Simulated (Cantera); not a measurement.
**N2O furnace oxynitridation**

A perfectly stirred reactor is fed with N₂O : H₂O = 1.7 : 0.025 (molar parts), at 503 Torr; it is held at 1575 K, and followed from long to short residence time.

Model: GRI-Mech 3.0 (53 species, 325 reactions), integrated in Cantera. GRI-Mech 3.0 was tuned for natural gas; its chemistry of N2O as a main component is partial and can be far from experiment. The temperature is held fixed by assumption; the heat of reaction is taken as removed at once.

| τ (s) | x N₂O | x H₂O | x O₂ | x HO₂ | x N₂ |
|---|---|---|---|---|---|
| 0.77 | 0.0140 | 0.00971 | 0.288 | 2.84e-7 | 0.613 |
| 0.32 | 0.0305 | 0.00978 | 0.273 | 3.57e-7 | 0.593 |
| 0.13 | 0.0658 | 0.00994 | 0.253 | 4.74e-7 | 0.561 |
| 0.056 | 0.130 | 0.0102 | 0.227 | 6.66e-7 | 0.514 |
| 0.024 | 0.246 | 0.0108 | 0.191 | 1.04e-6 | 0.440 |
| 0.0099 | 0.428 | 0.0117 | 0.141 | 1.89e-6 | 0.329 |
| 0.0042 | 0.628 | 0.0126 | 0.0894 | 3.57e-6 | 0.210 |
| 0.0017 | 0.798 | 0.0135 | 0.0462 | 6.78e-6 | 0.109 |
x: mole fraction; the columns are a selection and need not sum to one.
